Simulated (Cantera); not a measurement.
Mixture: H₂ : O₂ : N₂ = 1 : 0.877 : 3.3 (molar parts), at 5.00 bar, adiabatic and at constant volume. Ignition delay is the time to a rise of 400 K.

Model: the H2/O2 subset of GRI-Mech 3.0, which has no nitrogen chemistry, integrated in Cantera. The hydrogen kinetics of GRI-Mech 3.0 are dated; newer H2 mechanisms differ, most at raised pressure.

Task: At T0 = 1200 K, what is the delay, and which 5 reactions control it most (d ln τ / d ln k, from doubling and halving each rate constant)?

Result: The delay is 15.6 µs.
```tsv
reaction	d ln τ / d ln k	faster rate
H + O2 <=> O + OH	-2.08	shortens it
H + O2 + N2 <=> HO2 + N2	0.91	lengthens it
H + O2 + M <=> HO2 + M	0.36	lengthens it
H2 + O <=> H + OH	-0.24	shortens it
H + O2 + O2 <=> HO2 + O2	0.15	lengthens it
```
